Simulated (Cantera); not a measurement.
Input (Python, Cantera) and output of one run.

```python
import numpy as np
import cantera as ct

gas_names = """
    F FO FO2 F2 F2O Mg MgF MgF2 MgN MgO Mg2 Mg2F4 N NF NF2 NF3 NO NO2 NO3 N2 N2O O O2 O3
""".split()
cond_names = """
    Mg(cr) Mg(L) MgF2(s) MgF2(L) MgO(s) MgO(L)
""".split()


def load(file, names, dense=False):
    # The tables refer to 1 bar. Condensed volumes are neglected.
    table = {s.name: s for s in ct.Species.list_from_file(file)}
    out = []
    for n in names:
        d = dict(table[n].input_data)
        d["thermo"] = dict(d["thermo"], **{"reference-pressure": 1e5})
        if dense:
            d["equation-of-state"] = {"model": "constant-volume", "density": "1e6 g/cm^3"}
        out.append(ct.Species.from_dict(d))
    return out


gas = ct.Solution(thermo="ideal-gas", species=load("nasa_gas.yaml", gas_names))
cond = {s.name: ct.Solution(thermo="fixed-stoichiometry", species=[s], name=s.name)
        for s in load("nasa_condensed.yaml", cond_names, dense=True)}
atoms = {
    'MgF2': {'Mg': 1, 'F': 2},
    'O2': {'O': 2},
    'N2': {'N': 2},
}
top_T = {}  # K; cautious upper limits of use, not melting points


def equilibrate(T, P, feed):
    n = {}
    for name, mol in feed.items():
        for a, k in atoms[name].items():
            n[a] = n.get(a, 0.0) + k * mol
    gas.TPX = T, P, n
    mass = sum(n.values()) * gas.mean_molecular_weight
    gas.equilibrate("TP")
    valid = [c for c in cond.values() if c.min_temp <= T <= top_T.get(c.name, c.max_temp)]
    mix = ct.Mixture([(gas, mass / gas.mean_molecular_weight)] + [(c, 0.0) for c in valid])
    mix.T, mix.P = T, P
    mix.equilibrate("TP", solver="vcs", rtol=1e-11, max_steps=5000)
    return mix


results = []
T = 1948  # K
P = 13332.2  # Pa
for m in [0.59, 0.78, 1, 1.4, 1.8, 2.5, 3.3, 4.4]:
    feed = {'MgF2': 1, 'O2': 5.2, 'N2': m}  # mol
    mix = equilibrate(T, P, feed)
    results.append((T, P, feed, dict(zip(mix.species_names, mix.species_moles))))

top = {s: max(r[3][s] / sum(r[3][g] for g in gas_names) for r in results) for s in gas_names}
cols = sorted((s for s in top if top[s] > 0.0001), key=lambda s: -top[s])[:9]
seen = [c for c in cond_names if any(r[3].get(c, 0) > 1e-12 for r in results)]
print("log10 of partial pressures in bar; condensed amounts in mol")
print(f"{'n(N2)':>10s}" + "".join(f"{s[:9]:>10s}" for s in cols + seen))
for T, P, feed, n in results:
    ng = sum(n[g] for g in gas_names)
    print(f"{feed['N2']:10.4g}" + "".join(f"{np.log10(max(n[s] / ng * P / 1e5, 1e-99)):10.3f}" for s in cols)
          + "".join(f"{n.get(c, 0):10.4g}" for c in seen))
```

Output:

```
log10 of partial pressures in bar; condensed amounts in mol
     n(N2)        O2        N2      MgF2        NO         O         F     Mg2F4   MgF2(L)    MgO(s)
      0.59    -0.983    -1.937    -1.770    -3.249    -3.844    -4.778    -4.810    0.1513 0.0003551
      0.78    -0.997    -1.828    -1.770    -3.202    -3.851    -4.782    -4.810    0.1235 0.0003627
         1    -1.013    -1.735    -1.770    -3.163    -3.859    -4.786    -4.810   0.09124 0.0003714
       1.4    -1.040    -1.615    -1.770    -3.117    -3.873    -4.792    -4.810   0.03263  0.000387
       1.8    -1.065    -1.529    -1.779    -3.086    -3.885    -4.803    -4.829         0 0.0003968
       2.5    -1.102    -1.422    -1.816    -3.051    -3.903    -4.831    -4.902         0 0.0004018
       3.3    -1.140    -1.339    -1.854    -3.029    -3.923    -4.860    -4.978         0 0.0004069
       4.4    -1.188    -1.261    -1.901    -3.014    -3.947    -4.895    -5.073         0 0.0004131
```

Cantera equilibrium calculation (NASA polynomials, part measured and part estimated; ideal gas, pure solids and liquids). Mutual solubility and eutectic melting of coexisting phases are not modelled.
